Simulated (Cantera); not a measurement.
Charge: 1 mol Si, 0.89 mol Cl2, 9.4 mol H2, at 1498 K and 0.180 bar.

These are equilibrium values from Cantera (NASA tables, ideal gas, pure condensed phases), not measurements of a reactor. Candidate condensed phases: Si; 19 gas species. The tables' values for SiCl3 are old estimates; treat these amounts as uncertain. The numbers say what is thermodynamically allowed, not how fast it happens.

Base state: H2 0.870, HCl 0.0925, SiCl2 0.0315, SiCl3 0.00334, SiCl4 0.00113, SiHCl3 0.00110, SiH2Cl2 0.000169, H 3.78e-5 (mole fractions); condensed: Si(s).

**Question.** What changes in the equilibrium state with this change: Cl2 from 0.89 to 1.2 mol?

**Answer.** 
```csv
species,before,after
H2,0.870,0.838
HCl,0.0925,0.108
SiCl2,0.0315,0.0444
SiCl4,0.00113,0.00225
SiCl3,0.00334,0.00559
SiHCl3,0.00110,0.00180
"Si(s), mol",0.618,0.429
```
